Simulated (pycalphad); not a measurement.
An equivalent pycalphad script:

```python
from pycalphad import Database, equilibrium, calculate, variables as v
import numpy as np
db = Database('COST507.tdb')
comps = ['MG', 'CU', 'AL', 'SI', 'VA']
phases = ['ALCU_DELTA', 'ALCU_EPSILON', 'ALCU_ETA', 'ALCU_PRIME', 'ALCU_THETA', 'ALCU_ZETA', 'ALMG_BETA', 'ALMG_EPS', 'ALMG_GAMMA', 'BCC_A2', 'CU19SI6_ETA', 'CU33SI7_DELTA', 'CU4SI_EPSILON', 'CU56SI11_GAMMA', 'CUMG2', 'CUMGSI_SIGMA', 'CUMGSI_TAU', 'DIAMOND_A4', 'FCC_A1', 'GAMMA_D83', 'GAMMA_H', 'HCP_A3', 'LAVES_C15', 'LAVES_C36', 'LIQUID', 'MG2SI', 'QPHASE', 'SPHASE', 'TAU', 'VPHASE']
eq = equilibrium(db, comps, phases, {v.X('CU'): 0.0565, v.X('AL'): 0.114, v.X('SI'): 0.0021, v.T: np.arange(1650, 349, -40), v.P: 101325, v.N: 1}, output=['HM', 'SM'])
```

Source of the numbers: pycalphad with the COST 507 light-alloy database (1999); pressure 1 atm. No gas phase is included, though pure Mg would boil below 1650 K. These are 1990s assessments: newer ones move some temperatures and phases. Not assessed as a whole: an extrapolation from subsystems, which can miss ternary compounds. Amounts are mole fractions of atoms. Diffusion is slow at the low end, where real alloys seldom reach equilibrium.

Results at three of the temperatures:

```
T = 1450.00 K, P = 101325 Pa, N = 1 mol of atoms
G = -91562 J/mol, H = 41403 J/mol, S = 91.70 J/(mol K)  (SER reference)
chemical potentials (J/mol): Mg -86231, Cu -139716, Al -105031, Si -165331
phase             fraction      x(Mg)      x(Cu)      x(Al)      x(Si)
LIQUID              1.0000     0.8274     0.0565     0.1140     0.0021
```

```
T = 1050.00 K, P = 101325 Pa, N = 1 mol of atoms
G = -56947 J/mol, H = 27892 J/mol, S = 80.80 J/(mol K)  (SER reference)
chemical potentials (J/mol): Mg -52321, Cu -99034, Al -68566, Si -116556
phase             fraction      x(Mg)      x(Cu)      x(Al)      x(Si)
LIQUID              1.0000     0.8274     0.0565     0.1140     0.0021
```

```
T = 370.00 K, P = 101325 Pa, N = 1 mol of atoms
G = -16048 J/mol, H = -2192 J/mol, S = 37.45 J/(mol K)  (SER reference)
chemical potentials (J/mol): Mg -12293, Cu -53627, Al -23693, Si -69328
phase             fraction      x(Mg)      x(Cu)      x(Al)      x(Si)
HCP_A3              0.7252     0.9992   1.18e-09   0.000834    2.1e-14
QPHASE              0.2182     0.3750     0.1875     0.4375       none
LAVES_C36           0.0503     0.3333     0.3100     0.3567       none
MG2SI               0.0063     0.6667       none       none     0.3333
```

Changes of the phase set, refined by bisection:

```
T (K)                      phases above                      phases below
-----  --------------------------------  --------------------------------
821.6                            liquid                      hcp + liquid
783.0                      hcp + liquid          hcp + LAVES_C15 + liquid
769.6          hcp + LAVES_C15 + liquid  hcp + LAVES_C15 + liquid + MG2SI
768.3  hcp + LAVES_C15 + liquid + MG2SI  hcp + LAVES_C36 + liquid + MG2SI
745.4  hcp + LAVES_C36 + liquid + MG2SI           hcp + LAVES_C36 + MG2SI
694.1           hcp + LAVES_C36 + MG2SI  hcp + LAVES_C36 + MG2SI + QPHASE
```

Database names, with the compositions (at.%) that they take in these runs: LAVES_C15: Cu 36 Mg 34 Al 31; LAVES_C36: Al 36 Mg 33 Cu 30; MG2SI: Mg 67 Si 33; QPHASE: Al 44 Mg 38 Cu 19. HCP_A3 is hcp. An entry "none" or "no" means that the model of the phase leaves that element out.
